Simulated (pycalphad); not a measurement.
All values are pycalphad results on the COST 507 light-alloy database (1999) (1 atm), not direct measurements. The data set is of 1999 and partly superseded. Diffusion is slow at the low end, where real alloys seldom reach equilibrium.

How does the equilibrium phase assembly of Si-38.29Cu (wt.%) change on cooling from 2350 K to 550 K?


| T (K) | phases above | phases below |
|---|---|---|
| 1554.4 | liquid | diamond (Si) + liquid |
| 1073.6 | diamond (Si) + liquid | CU19SI6_ETA + diamond (Si) |
Changes were sought between steps of 75 K, so a narrower field can be missed.

Database names, with the compositions (at.%) that they take in these runs: CU19SI6_ETA: Cu 76 Si 24.
